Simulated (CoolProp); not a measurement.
Fluorine at several states: Z from the reference equation and from simpler models built on Tc = 144.4 K, pc = 52.40 bar, ω = 0.045; each cubic takes its own stable root.

Computed with CoolProp (reference Helmholtz-energy equation of state, de Reuck 1990).

```tsv
T (K)	p (bar)	phase	reference
194.7	14.1	gas	0.9654
69.8	21.4	liquid	0.08717
88.5	56.7	liquid	0.1961
284.9	2.71	gas	0.9986
```

**Question.** How far does each simpler model (van der Waals, Redlich-Kwong) lie from the reference over these 4 states: mean and median of the absolute difference, and the worst?

**Answer.** 
- van der Waals: mean 22.5 %, median 22.1 %, worst +45.7 % at 69.8 K and 21.4 bar
- Redlich-Kwong: mean 0.8 %, median 0.7 %, worst -1.7 % at 69.8 K and 21.4 bar
